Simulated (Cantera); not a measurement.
# Dilute partial oxidation

An isothermal, constant-pressure homogeneous reactor starts with CH₃OH : O₂ : N₂ = 0.0038 : 0.0021 : 1 (molar parts), equivalence ratio 2.7, at 1000 K and 10.9 atm.

Model: GRI-Mech 3.0 (53 species, 325 reactions), integrated in Cantera. GRI-Mech 3.0 was tuned for natural gas; its chemistry of methanol as a main component is partial and can be far from experiment.

| t (s) | x CH₃OH | x O₂ | x CO | x C₂H₂ | x C₂H |
|---|---|---|---|---|---|
| 0.000100 | 0.00378 | 0.00209 | 9.25e-12 | <1e-12 | <1e-12 |
| 0.000305 | 0.00378 | 0.00209 | 2.84e-11 | <1e-12 | <1e-12 |
| 0.000932 | 0.00378 | 0.00209 | 8.67e-11 | <1e-12 | <1e-12 |
| 0.00285 | 0.00378 | 0.00209 | 2.65e-10 | <1e-12 | <1e-12 |
| 0.00869 | 0.00378 | 0.00209 | 8.11e-10 | <1e-12 | <1e-12 |
| 0.0265 | 0.00378 | 0.00209 | 2.51e-9 | <1e-12 | <1e-12 |
| 0.0809 | 0.00378 | 0.00209 | 8.70e-9 | <1e-12 | <1e-12 |
| 0.247 | 0.00377 | 0.00209 | 2.56e-7 | <1e-12 | <1e-12 |
| 0.754 | 2.46e-7 | 3.32e-5 | 0.00352 | <1e-12 | <1e-12 |
| 2.30 | 2.76e-12 | 1.19e-6 | 0.00349 | 1.38e-12 | <1e-12 |
| 7.03 | <1e-12 | 1.12e-8 | 0.00348 | 1.20e-12 | <1e-12 |
| 21.5 | <1e-12 | 8.59e-10 | 0.00347 | 1.17e-12 | <1e-12 |
| 65.5 | <1e-12 | 5.25e-11 | 0.00346 | 1.16e-12 | <1e-12 |
| 200 | <1e-12 | 1.54e-12 | 0.00346 | 1.14e-12 | <1e-12 |
x: mole fraction; the columns are a selection and need not sum to one.

Equilibrium at this temperature and pressure: CH₃OH <1e-12, O₂ <1e-12, CO 0.00216, C₂H₂ <1e-12, C₂H <1e-12 (gas phase only).
